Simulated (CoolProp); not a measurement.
A closed Brayton cycle with carbon dioxide: compressor inlet 329.15 K and 7.9 MPa, high pressure 16.6 MPa, turbine inlet 970 K, compressor efficiency 0.85, turbine efficiency 0.93, recuperator effectiveness 0.9 (on enthalpy, no pinch check). Each further row changes one setting.

Computed with CoolProp (reference Helmholtz-energy equation of state, Span 1996).

```json
[
 {"case": "as stated", "thermal efficiency (%)": "?", "net work (kJ/kg)": "82.7", "compressor to turbine work": "0.32", "compressor exit (K)": "394.0", "turbine exit (K)": "867.6"},
 {"case": "turbine inlet 920 K", "thermal efficiency (%)": "34.4", "net work (kJ/kg)": "76.0", "compressor to turbine work": "0.34", "compressor exit (K)": "394.0", "turbine exit (K)": "821.3"},
 {"case": "compressor inlet 339.15 K", "thermal efficiency (%)": "?", "net work (kJ/kg)": "78.5", "compressor to turbine work": "?", "compressor exit (K)": "?", "turbine exit (K)": "867.6"},
 {"case": "high pressure 14.1 MPa", "thermal efficiency (%)": "?", "net work (kJ/kg)": "66.4", "compressor to turbine work": "0.31", "compressor exit (K)": "379.3", "turbine exit (K)": "?"},
 {"case": "recuperator effectiveness 0.5", "thermal efficiency (%)": "18.2", "net work (kJ/kg)": "82.7", "compressor to turbine work": "0.32", "compressor exit (K)": "394.0", "turbine exit (K)": "867.6"}
]
```

Question: What belongs in the gaps?

Answer: 
- as stated, thermal efficiency (%): 35.4
- compressor inlet 339.15 K, thermal efficiency (%): 34.9
- compressor inlet 339.15 K, compressor to turbine work: 0.36
- compressor inlet 339.15 K, compressor exit (K): 407.3
- high pressure 14.1 MPa, thermal efficiency (%): 32.7
- high pressure 14.1 MPa, turbine exit (K): 889.6
